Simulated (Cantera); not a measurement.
**Ignition delay**

Mixture: H₂ : O₂ : N₂ = 1 : 0.909 : 2.55 (molar parts), at 7500 Torr, adiabatic and at constant volume. Ignition delay is the time to a rise of 400 K.

Cantera simulation using GRI-Mech 3.0 (53 species, 325 reactions); the numbers are that mechanism's predictions, not measurements. The hydrogen kinetics of GRI-Mech 3.0 are dated; newer H2 mechanisms differ, most at raised pressure. Where the delays flatten at high temperature, the 400 K rule measures the pace of heat release, not the induction time.

| T0 (K) | delay (ms) |
|---|---|
| 975 | 17.4 |
| 1075 | 1.68 |
| 1175 | 0.139 |
| 1275 | 0.00583 |
| 1375 | 0.00228 |
| 1475 | 0.00137 |
| 1575 | 0.000956 |
| 1675 | 0.000726 |
| 1775 | 0.000585 |
| 1875 | 0.000496 |
